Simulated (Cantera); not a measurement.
Charge: 1 mol CH2F2, 1.5 mol F2, 7.4 mol H2, at 925 °C and 44.0 mbar.

Equilibrium computed with Cantera from the NASA thermochemical tables; the gas is ideal and each condensed phase is pure. Candidate condensed phases: C, C6H6, C7H8, C8H18; 95 gas species. Equilibrium is a limit: real reactors are often held back by kinetics, nucleation or transport.

Question: What is the equilibrium state?

Answer: 
| Property | Value |
|---|---|
| x(H2) | 0.541 |
| x(HF) | 0.459 |
| x(CH4) | 0.000206 |
| n(C(graphite)) | 0.998 mol |
| gas amount | 10.90 mol |
